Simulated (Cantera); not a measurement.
An adiabatic, constant-pressure homogeneous reactor starts with 9.27 % CH4, 21.0 % O2, 63.2 % N2, 6.49 % H2O, equivalence ratio 0.88, at 1723 K and 1000000 Pa.

Cantera simulation using GRI-Mech 3.0 (53 species, 325 reactions); the numbers are that mechanism's predictions, not measurements.

One state of this run: T (K) = 1727; x CH4 = 0.0904; x O2 = 0.209; x H2O = 0.0662; x CH2CO = 6.26e-7; x OH = 1.01e-5; x HCO = 2.02e-7; x CO2 = 7.77e-6. x: mole fraction; the columns are a selection and need not sum to one.

Q: Which value of t (s) does it belong to?
(A) 9.85e-6
(B) 3.09e-5
(C) 0.000956
(D) 0.0928

A: A, 9.85e-6
